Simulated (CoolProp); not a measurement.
200 sccm (0 °C, 1 atm) of nitrogen bubbles through liquid octamethylcyclotetrasiloxane (D4) at 372.5 K and leaves saturated at a total pressure of 0.15 MPa (ideal gas phase). Each further row changes one setting.

Values from CoolProp's reference Helmholtz-energy equation of state, Thol 2015.

```json
[
 {"case": "as stated", "vapour pressure (kPa)": "8.51", "mole fraction of vapour": "0.0567", "delivery (mg/min)": "159", "delivery (sccm)": "12.0", "change of delivery for a bath 1 K warmer (%)": "4.5"},
 {"case": "bath temperature 377.5 K", "vapour pressure (kPa)": "10.4", "mole fraction of vapour": "0.0695", "delivery (mg/min)": "198", "delivery (sccm)": "14.9", "change of delivery for a bath 1 K warmer (%)": "4.4"},
 {"case": "total pressure 0.3 MPa", "vapour pressure (kPa)": "8.51", "mole fraction of vapour": "0.0284", "delivery (mg/min)": "77.3", "delivery (sccm)": "5.84", "change of delivery for a bath 1 K warmer (%)": "4.3"}
]
```
